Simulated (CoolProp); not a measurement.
Saturation properties of n-perfluorobutane.

Values from CoolProp's reference Helmholtz-energy equation of state, Gao 2022.

```json
[
 {"T (K)": "225.4", "p (kPa)": "10.03", "vapour density (kg/m³)": "1.284", "enthalpy of vaporisation (kJ/kg)": "111.9"},
 {"T (K)": "235.6", "p (kPa)": "18.52", "vapour density (kg/m³)": "2.281", "enthalpy of vaporisation (kJ/kg)": "108.8"},
 {"T (K)": "245.8", "p (kPa)": "32.12", "vapour density (kg/m³)": "3.818", "enthalpy of vaporisation (kJ/kg)": "105.6"},
 {"T (K)": "256", "p (kPa)": "52.78", "vapour density (kg/m³)": "6.080", "enthalpy of vaporisation (kJ/kg)": "102.4"},
 {"T (K)": "266.2", "p (kPa)": "82.76", "vapour density (kg/m³)": "9.282", "enthalpy of vaporisation (kJ/kg)": "99.20"},
 {"T (K)": "276.3", "p (kPa)": "124.2", "vapour density (kg/m³)": "13.62", "enthalpy of vaporisation (kJ/kg)": "95.88"},
 {"T (K)": "286.5", "p (kPa)": "180.7", "vapour density (kg/m³)": "19.48", "enthalpy of vaporisation (kJ/kg)": "92.37"},
 {"T (K)": "296.7", "p (kPa)": "255.0", "vapour density (kg/m³)": "27.17", "enthalpy of vaporisation (kJ/kg)": "88.67"},
 {"T (K)": "306.9", "p (kPa)": "350.6", "vapour density (kg/m³)": "37.14", "enthalpy of vaporisation (kJ/kg)": "84.72"},
 {"T (K)": "317.1", "p (kPa)": "470.8", "vapour density (kg/m³)": "49.93", "enthalpy of vaporisation (kJ/kg)": "80.44"},
 {"T (K)": "327.3", "p (kPa)": "619.7", "vapour density (kg/m³)": "66.33", "enthalpy of vaporisation (kJ/kg)": "75.75"},
 {"T (K)": "337.5", "p (kPa)": "801.4", "vapour density (kg/m³)": "87.47", "enthalpy of vaporisation (kJ/kg)": "70.50"},
 {"T (K)": "347.7", "p (kPa)": "1021", "vapour density (kg/m³)": "115.2", "enthalpy of vaporisation (kJ/kg)": "64.48"},
 {"T (K)": "357.9", "p (kPa)": "1283", "vapour density (kg/m³)": "152.7", "enthalpy of vaporisation (kJ/kg)": "57.33"}
]
```

It boils at 271.1 K under 1 atm.
